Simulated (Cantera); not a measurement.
Mixture: 6.65 % CH₃OH, 19.5 % O₂, 73.8 % N₂, at 10.0 bar, adiabatic and at constant volume. Ignition delay is the time to a rise of 400 K.

Computed with Cantera and GRI-Mech 3.0 (53 species, 325 reactions). GRI-Mech 3.0 was tuned for natural gas; its chemistry of methanol as a main component is partial and can be far from experiment.

**Question.** Predict: delay at 1450 K; delay at 1525 K; delay at 1600 K; delay at 1675 K; delay at 1750 K; apparent activation energy between 1600 and 1750 K.

**Answer.** 
```json
{
 "delay at 1450 K": "58.1 µs",
 "delay at 1525 K": "27.9 µs",
 "delay at 1600 K": "14.7 µs",
 "delay at 1675 K": "8.32 µs",
 "delay at 1750 K": "4.99 µs",
 "apparent activation energy between 1600 and 1750 K": "170 kJ/mol"
}
```
